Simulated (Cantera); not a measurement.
Input (Python, Cantera):

```python
import numpy as np
import cantera as ct

gas = ct.Solution("gri30.yaml")
gas.TPX = 2848, 2300, {'CH4': 0.0049, 'H2': 1, 'CO2': 0.01}
reactor = ct.IdealGasConstPressureReactor(gas, energy="off", clone=False)
net = ct.ReactorNet([reactor])
net.rtol, net.atol = 1e-08, 1e-18
show = ['CH4', 'H2', 'CO2', 'H2O', 'CO', 'C2H6', 'O2']
times = np.geomspace(2e-05, 1, 10)

steps = ct.SolutionArray(gas, extra=["t"])
rows = []
print(f"{'t/s':>10s}{'T/K':>9s}{'P/Pa':>11s}" + "".join(f"{s:>11s}" for s in show))
for t in times:
    while net.time < t:
        t_next = net.step()
        steps.append(gas.state, t=t_next)
    rows.append([np.interp(t, steps.t, y) for y in (steps.T, steps.P, *steps(*show).X.T)])
    print(f"{t:10.3e}{rows[-1][0]:9.1f}{rows[-1][1]:11.4g}" + "".join(f"{x:11.3e}" for x in rows[-1][2:]))
rate = np.gradient(steps.T, steps.t)
print("integrator steps:", len(steps.t))
if steps.T.max() > steps.T[0] + 200:
    print(f"time of steepest temperature rise: {steps.t[rate.argmax()]:.4e} s")
gas.TPX = 2848, 2300, {'CH4': 0.0049, 'H2': 1, 'CO2': 0.01}
gas.equilibrate("TP")
print(f"equilibrium (TP): T = {gas.T:.1f} K  " + "  ".join(f"{s} {gas[s].X[0]:.3e}" for s in show))
```

Result:

```
       t/s      T/K       P/Pa        CH4         H2        CO2        H2O         CO       C2H6         O2
 2.000e-05   2848.0       2300  4.617e-03  9.841e-01  9.828e-03  1.768e-05  1.871e-05  2.825e-09  2.026e-12
 6.655e-05   2848.0       2300  4.400e-03  9.811e-01  9.615e-03  2.119e-04  2.159e-04  1.125e-08  3.029e-11
 2.214e-04   2848.0       2300  3.803e-03  9.704e-01  7.682e-03  2.082e-03  2.106e-03  4.103e-08  3.333e-10
 7.368e-04   2848.0       2300  2.334e-03  9.418e-01  9.043e-04  8.588e-03  8.825e-03  5.250e-08  7.478e-09
 2.452e-03   2848.0       2300  4.150e-04  9.125e-01  1.349e-05  8.635e-03  1.011e-02  3.056e-09  3.059e-08
 8.158e-03   2848.0       2300  6.859e-05  8.771e-01  1.233e-05  6.477e-03  1.181e-02  1.208e-10  4.794e-08
 2.714e-02   2848.0       2300  2.310e-07  8.005e-01  9.801e-06  4.203e-03  1.320e-02  2.083e-15  8.316e-08
 9.032e-02   2848.0       2300  2.943e-12  6.501e-01  9.083e-06  3.450e-03  1.210e-02  5.547e-25  3.524e-07
 3.005e-01   2848.0       2300  3.871e-13  5.332e-01  8.300e-06  2.784e-03  1.124e-02  1.338e-26  7.624e-07
 1.000e+00   2848.0       2300  3.194e-13  5.216e-01  8.205e-06  2.713e-03  1.115e-02  9.424e-27  8.141e-07
integrator steps: 1991
equilibrium (TP): T = 2848.0 K  CH4 3.230e-13  H2 5.216e-01  CO2 8.205e-06  H2O 2.713e-03  CO 1.115e-02  C2H6 9.637e-27  O2 8.142e-07
```

Computed with Cantera and GRI-Mech 3.0 (53 species, 325 reactions). Radical loss at walls, strong at low pressure, is not modelled.
